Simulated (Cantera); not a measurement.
Cantera run:

```python
import numpy as np
import cantera as ct

gas_names = """
    Hg N NO NO2 NO3 N2 N2O O O2 O3
""".split()
cond_names = """
    Hg(cr) Hg(L) HgO(s)
""".split()


# ... load() reads the species with a 1 bar reference pressure and builds the phases ...
atoms = {
    'Hg': {'Hg': 1},
    'O2': {'O': 2},
    'N2': {'N': 2},
}
top_T = {}  # K; cautious upper limits of use, not melting points


# ... equilibrate(T, P, feed) seeds the gas with the atoms and calls Mixture.equilibrate('TP', solver="vcs", rtol=1e-11, max_steps=5000) ...
results = []
feed = {'Hg': 1, 'O2': 0.06, 'N2': 0.59}  # mol
P = 570000  # Pa
for T in [723, 773, 823, 873, 923, 973, 1023, 1073, 1123, 1173, 1223, 1273, 1323]:
    mix = equilibrate(T, P, feed)
    results.append((T, P, feed, dict(zip(mix.species_names, mix.species_moles))))
    x = sorted(zip(gas.X, gas.species_names), reverse=True)
    print(f"T = {T:g} K  P = {P:g} Pa  gas = {mix.phase_moles(0):.4g} mol")
    print("   x: " + "  ".join(f"{s} {v:.3e}" for v, s in x if v > 1e-06))
    print("   condensed (mol): " + ("  ".join(f"{mix.phase(i).name} {mix.phase_moles(i):.4g}"
          for i in range(1, mix.n_phases) if mix.phase_moles(i) > 1e-12) or "none"))
```

Output:

```
T = 723 K  P = 570000 Pa  gas = 1.483 mol
   x: Hg 5.992e-01  N2 3.980e-01  O2 2.812e-03
   condensed (mol): HgO(s) 0.1117
T = 773 K  P = 570000 Pa  gas = 1.65 mol
   x: Hg 6.061e-01  N2 3.576e-01  O2 3.636e-02
   condensed (mol): none
T = 823 K  P = 570000 Pa  gas = 1.65 mol
   x: Hg 6.061e-01  N2 3.576e-01  O2 3.636e-02
   condensed (mol): none
T = 873 K  P = 570000 Pa  gas = 1.65 mol
   x: Hg 6.061e-01  N2 3.576e-01  O2 3.636e-02  NO 1.772e-06
   condensed (mol): none
T = 923 K  P = 570000 Pa  gas = 1.65 mol
   x: Hg 6.061e-01  N2 3.576e-01  O2 3.636e-02  NO 3.504e-06
   condensed (mol): none
T = 973 K  P = 570000 Pa  gas = 1.65 mol
   x: Hg 6.061e-01  N2 3.576e-01  O2 3.636e-02  NO 6.463e-06
   condensed (mol): none
T = 1023 K  P = 570000 Pa  gas = 1.65 mol
   x: Hg 6.061e-01  N2 3.576e-01  O2 3.636e-02  NO 1.123e-05
   condensed (mol): none
T = 1073 K  P = 570000 Pa  gas = 1.65 mol
   x: Hg 6.061e-01  N2 3.576e-01  O2 3.635e-02  NO 1.853e-05
   condensed (mol): none
T = 1123 K  P = 570000 Pa  gas = 1.65 mol
   x: Hg 6.061e-01  N2 3.576e-01  O2 3.635e-02  NO 2.923e-05
   condensed (mol): none
T = 1173 K  P = 570000 Pa  gas = 1.65 mol
   x: Hg 6.061e-01  N2 3.576e-01  O2 3.634e-02  NO 4.438e-05
   condensed (mol): none
T = 1223 K  P = 570000 Pa  gas = 1.65 mol
   x: Hg 6.061e-01  N2 3.575e-01  O2 3.633e-02  NO 6.510e-05
   condensed (mol): none
T = 1273 K  P = 570000 Pa  gas = 1.65 mol
   x: Hg 6.061e-01  N2 3.575e-01  O2 3.632e-02  NO 9.267e-05  NO2 1.121e-06
   condensed (mol): none
T = 1323 K  P = 570000 Pa  gas = 1.65 mol
   x: Hg 6.061e-01  N2 3.575e-01  O2 3.630e-02  NO 1.284e-04  NO2 1.265e-06
   condensed (mol): none
```

Equilibrium computed with Cantera from the NASA thermochemical tables; the gas is ideal and each condensed phase is pure.
